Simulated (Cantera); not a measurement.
# Gas activation for diamond growth

An isothermal, constant-pressure homogeneous reactor starts with CH4 : H2 : H = 0.013 : 1 : 0.12 (molar parts), at 2375 K and 44.3 Torr.

Computed with Cantera and GRI-Mech 3.0 (53 species, 325 reactions). GRI-Mech 3.0 stops at C3 and has no aromatics, soot or wall deposition, so with more carbon than oxygen in the feed, carbon stays in small species such as C2H2 where larger ones or solid carbon would form.

```json
[
 {"t (s)": "0.000700", "x CH4": "0.000142", "x H2": "0.910", "x H": "0.0836", "x C2H2": "0.00548", "x CH3": "0.000239"},
 {"t (s)": "0.00152", "x CH4": "6.57e-5", "x H2": "0.912", "x H": "0.0827", "x C2H2": "0.00561", "x CH3": "0.000109"},
 {"t (s)": "0.00332", "x CH4": "3.11e-5", "x H2": "0.913", "x H": "0.0812", "x C2H2": "0.00567", "x CH3": "5.07e-5"},
 {"t (s)": "0.00724", "x CH4": "1.56e-5", "x H2": "0.915", "x H": "0.0787", "x C2H2": "0.00570", "x CH3": "2.46e-5"},
 {"t (s)": "0.0158", "x CH4": "9.08e-6", "x H2": "0.920", "x H": "0.0744", "x C2H2": "0.00572", "x CH3": "1.35e-5"},
 {"t (s)": "0.0344", "x CH4": "7.20e-6", "x H2": "0.926", "x H": "0.0680", "x C2H2": "0.00575", "x CH3": "9.71e-6"},
 {"t (s)": "0.0748", "x CH4": "8.02e-6", "x H2": "0.933", "x H": "0.0611", "x C2H2": "0.00577", "x CH3": "9.64e-6"},
 {"t (s)": "0.163", "x CH4": "9.24e-6", "x H2": "0.937", "x H": "0.0572", "x C2H2": "0.00578", "x CH3": "1.04e-5"},
 {"t (s)": "0.355", "x CH4": "9.48e-6", "x H2": "0.938", "x H": "0.0566", "x C2H2": "0.00579", "x CH3": "1.05e-5"},
 {"t (s)": "0.774", "x CH4": "9.49e-6", "x H2": "0.938", "x H": "0.0566", "x C2H2": "0.00579", "x CH3": "1.05e-5"},
 {"t (s)": "1.69", "x CH4": "9.49e-6", "x H2": "0.938", "x H": "0.0566", "x C2H2": "0.00579", "x CH3": "1.05e-5"},
 {"t (s)": "3.67", "x CH4": "9.49e-6", "x H2": "0.938", "x H": "0.0566", "x C2H2": "0.00579", "x CH3": "1.05e-5"},
 {"t (s)": "8.00", "x CH4": "9.49e-6", "x H2": "0.938", "x H": "0.0566", "x C2H2": "0.00579", "x CH3": "1.05e-5"}
]
```
x: mole fraction; the columns are a selection and need not sum to one.

Equilibrium at this temperature and pressure: CH4 9.58e-6, H2 0.938, H 0.0566, C2H2 0.00579, CH3 1.06e-5 (gas phase only).
